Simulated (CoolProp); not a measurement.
Vapour-liquid equilibrium of isohexane (1) + n-hexane (2) at 5.59 kPa; x and y are mole fractions of (1).

Values from CoolProp's multi-fluid Helmholtz-energy mixture model, Lemmon 2006 and Thol 2019; pair parameters Bell 2016.

**Question.** Give the bubble temperature and the first vapour's composition at x = 0.35, 0.65, 0.725. Is there an azeotrope?

**Answer.** x = 0.35: -4.6 °C, y = 0.451; x = 0.65: -6.8 °C, y = 0.735; x = 0.725: -7.3 °C, y = 0.796. No azeotrope shows between x = 0.05 and 0.95.

The pair parameters rest on a limited set of measurements; away from them the model extrapolates.
